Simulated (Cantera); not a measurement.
Adiabatic ignition

An adiabatic, constant-pressure homogeneous reactor starts with 26.7 % H₂, 17.8 % O₂, 53.5 % N₂, 0.150 % NO, 1.82 % H₂O, at 1100 K and 7500 Torr.

Computed with Cantera and GRI-Mech 3.0 (53 species, 325 reactions). The hydrogen kinetics of GRI-Mech 3.0 are dated; newer H2 mechanisms differ, most at raised pressure. The mechanism lacks 2 NO + O2 → 2 NO2 and HONO, so NO2 and the effect of NO are under-described below about 1400 K.

| t (s) | T (K) | x H₂ | x O₂ | x NO | x O | x N₂ |
|---|---|---|---|---|---|---|
| 6.00e-6 | 1100 | 0.267 | 0.178 | 0.00150 | 9.27e-10 | 0.535 |
| 2.14e-5 | 1100 | 0.267 | 0.178 | 0.00149 | 1.95e-8 | 0.535 |
| 7.61e-5 | 1142 | 0.262 | 0.175 | 0.000994 | 2.48e-6 | 0.536 |
| 0.000271 | 2786 | 0.00923 | 0.0466 | 0.00616 | 0.00352 | 0.607 |
| 0.000965 | 2776 | 0.00923 | 0.0435 | 0.0130 | 0.00328 | 0.603 |
| 0.00343 | 2775 | 0.00923 | 0.0430 | 0.0141 | 0.00324 | 0.603 |
| 0.0122 | 2775 | 0.00923 | 0.0430 | 0.0141 | 0.00324 | 0.603 |
| 0.0435 | 2775 | 0.00923 | 0.0430 | 0.0141 | 0.00324 | 0.603 |
| 0.155 | 2775 | 0.00923 | 0.0430 | 0.0141 | 0.00324 | 0.603 |
| 0.552 | 2775 | 0.00923 | 0.0430 | 0.0141 | 0.00324 | 0.603 |
| 1.97 | 2775 | 0.00923 | 0.0430 | 0.0141 | 0.00324 | 0.603 |
| 7.00 | 2775 | 0.00923 | 0.0430 | 0.0141 | 0.00324 | 0.603 |
x: mole fraction; the columns are a selection and need not sum to one.

```
Property                                                             Value
---------------------------------  ---------------------------------------
time of steepest temperature rise                                  97.8 µs
temperature at 7.00 s                                               2775 K
equilibrium temperature                                             2775 K
x(H₂) at 7.00 s                    0.00923 (gas-phase equilibrium 0.00923)
x(O₂) at 7.00 s                      0.0430 (gas-phase equilibrium 0.0430)
x(NO) at 7.00 s                      0.0141 (gas-phase equilibrium 0.0141)
```
